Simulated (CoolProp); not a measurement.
Properties of ethanol along the isobar 0.101 MPa (Tc = 241.6 °C, pc = 6.268 MPa, ω = 0.644).

Computed with CoolProp (reference Helmholtz-energy equation of state, Schroeder 2014).

| T (°C) | phase | speed of sound (m/s) | Joule-Thomson coefficient (K/MPa) | fugacity coefficient |
|---|---|---|---|---|
| -19.75 | liquid | 1304 | -0.4188 | 0.003504 |
| 1.55 | liquid | 1223 | -0.3897 | 0.01768 |
| 22.85 | liquid | 1149 | -0.3560 | 0.06870 |
| 44.15 | liquid | 1079 | -0.3175 | 0.2165 |
| 65.45 | liquid | 1009 | -0.2736 | 0.5752 |
| 86.65 | gas | 265.3 | 54.68 | 0.9721 |
| 107.95 | gas | 273.5 | 41.73 | 0.9790 |
| 129.25 | gas | 281.3 | 32.27 | 0.9840 |
| 150.55 | gas | 288.7 | 25.26 | 0.9876 |
